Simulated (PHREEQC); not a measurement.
H3PO4 is added in steps, without added water, to 1 kg of water holding 18 mmol/kgw HCl, 23 mmol/kgw FeCl3 and 0.46 mmol/kgw CuCl2, at 25 °C. O2 is buffered at 0.21 atm. The system is closed to CO2. Solids allowed: Fe(OH)3(a), Strengite, Cu(OH)2, Atacamite, Cu3(PO4)2:3H2O. Others were left out.

Base run: PHREEQC, ion-association model, wateq4f.dat. Each further column changes one thing. The table gives pH.

```csv
H3PO4 added (mol),base,Davies equation for every ion,Debye-Hückel limiting law,all activity coefficients set to 1,metal-ligand complexes left out
0,1.76,1.80,1.88,1.70,1.71
0.0005175,1.74,1.78,1.86,1.67,1.69
0.001208,1.71,1.74,1.82,1.63,1.67
0.001725,1.68,1.72,1.80,1.61,1.65
0.002243,1.66,1.70,1.77,1.58,1.63
0.002933,1.63,1.67,1.74,1.55,1.61
0.00345,1.61,1.64,1.72,1.53,1.59
0.003967,1.59,1.62,1.70,1.51,1.57
0.004658,1.57,1.60,1.67,1.48,1.55
0.005175,1.55,1.58,1.65,1.46,1.53
0.005692,1.53,1.56,1.63,1.45,1.52
0.006383,1.51,1.54,1.61,1.42,1.50
0.0069,1.49,1.52,1.59,1.41,1.48
```

H3PO4, which wateq4f.dat lacks, is added to it with the constant of phreeqc.dat. The database has no phosphate complexes of Cu.
